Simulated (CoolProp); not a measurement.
100 sccm (0 °C, 1 atm) of nitrogen bubbles through liquid n-octane at 286.5 K and leaves saturated at a total pressure of 0.0253 MPa (ideal gas phase). Each further row changes one setting.

The numbers come from the reference Helmholtz-energy equation of state, Beckmüller 2019 in CoolProp.

```json
[
 {"case": "as stated", "vapour pressure (kPa)": "0.941", "mole fraction of vapour": "0.0372", "delivery (mg/min)": "19.7", "delivery (sccm)": "3.86", "change of delivery for a bath 1 K warmer (%)": "6.6"},
 {"case": "bath temperature 291.5 K", "vapour pressure (kPa)": "1.27", "mole fraction of vapour": "0.0504", "delivery (mg/min)": "27.0", "delivery (sccm)": "5.31", "change of delivery for a bath 1 K warmer (%)": "6.5"},
 {"case": "total pressure 0.0506 MPa", "vapour pressure (kPa)": "0.941", "mole fraction of vapour": "0.0186", "delivery (mg/min)": "9.65", "delivery (sccm)": "1.89", "change of delivery for a bath 1 K warmer (%)": "6.5"}
]
```
